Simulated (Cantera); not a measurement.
Cantera run, input and output.

```python
import numpy as np
import cantera as ct

gas = ct.Solution("h2o2.yaml")
gas.TPX = 975, 2100, {'H2': 0.23, 'O2': 1}
reactor = ct.IdealGasConstPressureReactor(gas, energy="off", clone=False)
net = ct.ReactorNet([reactor])
net.rtol, net.atol = 1e-08, 1e-18
show = ['H2', 'O2', 'HO2', 'O', 'OH', 'H', 'H2O2']
times = np.geomspace(2e-05, 4, 11)

steps = ct.SolutionArray(gas, extra=["t"])
rows = []
print(f"{'t/s':>10s}{'T/K':>9s}{'P/Pa':>11s}" + "".join(f"{s:>11s}" for s in show))
for t in times:
    while net.time < t:
        t_next = net.step()
        steps.append(gas.state, t=t_next)
    rows.append([np.interp(t, steps.t, y) for y in (steps.T, steps.P, *steps(*show).X.T)])
    print(f"{t:10.3e}{rows[-1][0]:9.1f}{rows[-1][1]:11.4g}" + "".join(f"{x:11.3e}" for x in rows[-1][2:]))
rate = np.gradient(steps.T, steps.t)
print("integrator steps:", len(steps.t))
if steps.T.max() > steps.T[0] + 200:
    print(f"time of steepest temperature rise: {steps.t[rate.argmax()]:.4e} s")
gas.TPX = 975, 2100, {'H2': 0.23, 'O2': 1}
gas.equilibrate("TP")
print(f"equilibrium (TP): T = {gas.T:.1f} K  " + "  ".join(f"{s} {gas[s].X[0]:.3e}" for s in show))
```

Output:

```
       t/s      T/K       P/Pa         H2         O2        HO2          O         OH          H       H2O2
 2.000e-05    975.0       2100  1.870e-01  8.130e-01  2.309e-11  1.746e-12  1.376e-12  2.181e-11  5.088e-16
 6.778e-05    975.0       2100  1.870e-01  8.130e-01  7.872e-11  1.734e-11  9.649e-12  7.493e-11  5.866e-15
 2.297e-04    975.0       2100  1.870e-01  8.130e-01  2.744e-10  1.920e-10  7.781e-11  4.270e-10  6.847e-14
 7.786e-04    975.0       2100  1.870e-01  8.130e-01  1.869e-09  1.462e-08  5.540e-09  2.816e-08  1.047e-12
 2.639e-03    975.0       2100  1.532e-01  7.965e-01  1.243e-05  7.050e-03  2.455e-03  1.606e-02  2.605e-07
 8.944e-03    975.0       2100  2.127e-03  7.888e-01  2.283e-05  4.074e-03  1.465e-03  2.236e-03  8.616e-07
 3.031e-02    975.0       2100  1.532e-04  7.934e-01  5.908e-06  2.063e-04  2.431e-04  1.894e-05  4.674e-07
 1.027e-01    975.0       2100  1.422e-05  7.937e-01  9.803e-07  1.939e-05  7.590e-05  5.547e-07  1.853e-07
 3.482e-01    975.0       2100  1.119e-06  7.937e-01  1.574e-07  2.669e-06  2.874e-05  2.803e-08  6.392e-08
 1.180e+00    975.0       2100  1.055e-07  7.937e-01  3.140e-08  5.033e-07  1.247e-05  2.247e-09  2.165e-08
 4.000e+00    975.0       2100  1.887e-08  7.937e-01  7.713e-09  1.178e-07  6.008e-06  2.523e-10  7.463e-09
integrator steps: 1864
equilibrium (TP): T = 975.0 K  H2 6.546e-11  O2 7.937e-01  HO2 9.157e-10  O 4.464e-10  OH 3.676e-07  H 6.428e-14  H2O2 5.402e-11
```

Detailed kinetics in Cantera: the H2/O2 subset of GRI-Mech 3.0, which has no nitrogen chemistry. Radical loss at walls, strong at low pressure, is not modelled. The temperature is held fixed by assumption; the heat of reaction is taken as removed at once.
